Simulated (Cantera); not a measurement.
Thermodynamics of thermal oxidation and active oxidation of silicon, feed Si + N₂O + N₂

Input: 1 mol Si, 0.014 mol N₂O, 13 mol N₂, at 1202 °C.

These are equilibrium values from Cantera (NASA tables, ideal gas, pure condensed phases), not measurements of a reactor. Candidate condensed phases: Si, SiO₂, Si₂N₂O, Si₃N₄; 16 gas species. Mutual solubility and eutectic melting of coexisting phases are not modelled. Equilibrium is a limit: real reactors are often held back by kinetics, nucleation or transport.

From 0.100 Pa to 0.600 Pa the condensed part is Si(s). At 3.60 Pa the condensed part is Si₃N₄(s). From 22.0 Pa to 10.0 bar the condensed part is Si₂N₂O(s) + Si₃N₄(s).

| P (Pa) | x N₂ | x Si | x SiO | x Si₂N | x SiN | x Si₂ | n Si(s) | n Si₃N₄(s) | n Si₂N₂O(s) |
|---|---|---|---|---|---|---|---|---|---|
| 0.100 | 0.993 | 0.00575 | 0.00107 | 1.20e-5 | 8.21e-6 | 6.13e-6 | 0.910 | 0 | 0 |
| 0.600 | 0.998 | 0.000958 | 0.00107 | 4.89e-6 | 3.36e-6 | 1.02e-6 | 0.973 | 0 | 0 |
| 3.60 | 0.999 | 0.000138 | 0.00113 | 1.48e-6 | 1.18e-6 | 1.26e-7 | 0 | 0.328 | 0 |
| 22 | 0.999 | 6.73e-6 | 0.00108 | 5.37e-8 | 1.43e-7 | 1.85e-9 | 0 | 0.328 | 0.000688 |
| 130 | 1.000 | 3.48e-7 | 0.000101 | 2.06e-9 | 1.80e-8 | 2.93e-11 | 0 | 0.324 | 0.0128 |
| 770 | 1.000 | 1.80e-8 | 9.40e-6 | 7.91e-11 | 2.26e-9 | <1e-12 | 0 | 0.324 | 0.0139 |
| 4600 | 1.000 | 9.14e-10 | 8.67e-7 | 2.99e-12 | 2.81e-10 | <1e-12 | 0 | 0.324 | 0.0140 |
| 28000 | 1.00 | 4.50e-11 | 7.80e-8 | <1e-12 | 3.41e-11 | <1e-12 | 0 | 0.324 | 0.0140 |
| 170000 | 1.00 | 2.23e-12 | 7.04e-9 | <1e-12 | 4.16e-12 | <1e-12 | 0 | 0.324 | 0.0140 |
| 1000000 | 1.00 | <1e-12 | 6.63e-10 | <1e-12 | <1e-12 | <1e-12 | 0 | 0.324 | 0.0140 |
x: gas mole fraction; n: condensed amount in mol.
